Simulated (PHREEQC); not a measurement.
# Brine: speciation

Make-up at 20 °C: 4.7 mol CaCl2, 0.74 mol MnCl2 and 0.0003 mol H4SiO4 per kg of water. Closed to the air; pH follows from the charge balance.

The numbers come from PHREEQC with the Pitzer model, pitzer.dat.

No solid was allowed to form.

Task: Predict the pH, density, osmotic coefficient.

Result: pH 4.31; density 1.380 g/cm³; osmotic coefficient 2.638.

The solution is supersaturated, for example in SiO2(a), so a real one may precipitate; this is no full list. In brines, pH and single-ion activities rest on the MacInnes convention.
